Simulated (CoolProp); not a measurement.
A closed Brayton cycle with nitrogen: compressor inlet 307.15 K and 4.3 MPa, high pressure 10.6 MPa, turbine inlet 760 K, compressor efficiency 0.85, turbine efficiency 0.85, recuperator effectiveness 0.9 (on enthalpy, no pinch check). Each further row changes one setting.

The numbers come from the reference Helmholtz-energy equation of state, Span 2000 in CoolProp.

```tsv
case	thermal efficiency (%)	net work (kJ/kg)	compressor to turbine work	compressor exit (K)	turbine exit (K)
as stated	___	45.4	0.71	414.7	619.5
turbine inlet 710 K	___	34.9	0.76	414.7	577.4
compressor inlet 317.15 K	___	41.5	0.74	428.1	619.5
high pressure 9.01 MPa	___	___	0.68	393.2	642.6
recuperator effectiveness 0.5	16.7	45.4	0.71	414.7	619.5
```

Some entries are withheld; supply them.


- as stated, thermal efficiency (%): 24.6
- turbine inlet 710 K, thermal efficiency (%): 20.6
- compressor inlet 317.15 K, thermal efficiency (%): 22.8
- high pressure 9.01 MPa, thermal efficiency (%): 26.0
- high pressure 9.01 MPa, net work (kJ/kg): 42.3
